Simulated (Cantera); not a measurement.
An adiabatic, constant-volume homogeneous reactor starts with CH4 : CO : O2 : N2 : H2O = 1 : 0.49 : 1.12 : 8.08 : 0.75 (molar parts), equivalence ratio 2.0, at 1375 K and 1000000 Pa. Integrator tolerance rtol = 1e-08.

Cantera simulation using GRI-Mech 3.0 (53 species, 325 reactions); the numbers are that mechanism's predictions, not measurements.

**Question.** What does this change do: O2 1.12 to 2.6 parts?

**Answer.** 
```csv
quantity,before,after
time of steepest temperature rise,2.44 ms,0.626 ms
temperature at 2.00 s,2331 K,3002 K
equilibrium temperature,2331 K,3002 K
x(CH4) at 2.00 s,1.06e-9 (gas-phase equilibrium 1.18e-9),<1e-12 (gas-phase equilibrium <1e-12)
x(CO) at 2.00 s,0.0950 (gas-phase equilibrium 0.0950),0.0321 (gas-phase equilibrium 0.0321)
x(O2) at 2.00 s,8.11e-7 (gas-phase equilibrium 8.11e-7),0.0331 (gas-phase equilibrium 0.0331)
x(NO2) at 2.00 s,2.71e-10 (gas-phase equilibrium 2.71e-10),1.80e-5 (gas-phase equilibrium 1.80e-5)
x(HCN) at 2.00 s,5.65e-7 (gas-phase equilibrium 5.65e-7),6.04e-9 (gas-phase equilibrium 6.04e-9)
```
Above 3000 K some thermodynamic fits are extrapolated.

**Question.** What does this change do: N2 8.08 to 11 parts?

**Answer.** 
```tsv
quantity	before	after
time of steepest temperature rise	2.44 ms	3.30 ms
temperature at 2.00 s	2331 K	2170 K
equilibrium temperature	2331 K	2170 K
x(CH4) at 2.00 s	1.06e-9 (gas-phase equilibrium 1.18e-9)	1.13e-9 (gas-phase equilibrium 1.26e-9)
x(CO) at 2.00 s	0.0950 (gas-phase equilibrium 0.0950)	0.0757 (gas-phase equilibrium 0.0757)
x(O2) at 2.00 s	8.11e-7 (gas-phase equilibrium 8.11e-7)	1.23e-7 (gas-phase equilibrium 1.23e-7)
x(NO2) at 2.00 s	2.71e-10 (gas-phase equilibrium 2.71e-10)	3.60e-11 (gas-phase equilibrium 3.60e-11)
x(HCN) at 2.00 s	5.65e-7 (gas-phase equilibrium 5.65e-7)	4.11e-7 (gas-phase equilibrium 4.11e-7)
```

**Question.** What does this change do: 0.34 parts CO2 added?

**Answer.** 
```tsv
quantity	before	after
time of steepest temperature rise	2.44 ms	2.57 ms
temperature at 2.00 s	2331 K	2280 K
equilibrium temperature	2331 K	2280 K
x(CH4) at 2.00 s	1.06e-9 (gas-phase equilibrium 1.18e-9)	7.51e-10 (gas-phase equilibrium 8.31e-10)
x(CO) at 2.00 s	0.0950 (gas-phase equilibrium 0.0950)	0.106 (gas-phase equilibrium 0.106)
x(O2) at 2.00 s	8.11e-7 (gas-phase equilibrium 8.11e-7)	7.95e-7 (gas-phase equilibrium 7.95e-7)
x(NO2) at 2.00 s	2.71e-10 (gas-phase equilibrium 2.71e-10)	2.49e-10 (gas-phase equilibrium 2.49e-10)
x(HCN) at 2.00 s	5.65e-7 (gas-phase equilibrium 5.65e-7)	4.23e-7 (gas-phase equilibrium 4.23e-7)
```
